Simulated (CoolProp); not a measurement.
Vapour-liquid equilibrium of cyclohexane (1) + benzene (2) at 10 kPa; x and y are mole fractions of (1).

The numbers come from the multi-fluid Helmholtz-energy mixture model, Zhou 2014 and Thol 2012; pair parameters Bell 2016 in CoolProp.

Give the bubble temperature and the first vapour's composition at x = 0.125, 0.275, 0.35. Is there an azeotrope?

x = 0.125: 291.5 K, y = 0.181; x = 0.275: 290.5 K, y = 0.328; x = 0.35: 290.3 K, y = 0.389. y crosses x between x = 0.5 and 0.575: the model has an azeotrope there.

The pair parameters rest on a limited set of measurements; away from them the model extrapolates.
